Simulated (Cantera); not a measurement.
Cantera with NASA thermochemical tables; ideal gases at 1 bar, condensed phases pure. Values are per mole of reaction as written; species without (g) are pure solids or liquids, kept so even where they would boil at 1 bar.

2 NaI → 2 Na(g) + I2(g), with ΔH° = 852.7 kJ and ΔS° = 371.0 J/K at 300 K.

How far is the shortcut ΔG° ≈ ΔH°(300 K) − T·ΔS°(300 K) from the full temperature-dependent value at 873, 923, 973, 1023, 1073, 1123, 1173 K?


```csv
T (K),shortcut (kJ),full (kJ),difference (kJ),difference in log10 K,condensed phases
873,528.8,539.6,-10.8,0.64,NaI(s)
923,510.3,522.8,-12.5,0.71,NaI(s)
973,491.8,508.2,-16.4,0.88,NaI(l)
1023,473.2,494.1,-20.9,1.07,NaI(l)
1073,454.7,480.2,-25.6,1.25,NaI(l)
1123,436.1,466.4,-30.3,1.41,NaI(l)
1173,417.6,452.8,-35.2,1.57,NaI(l)
```
The shortcut ignores heat capacities and the phase changes listed.
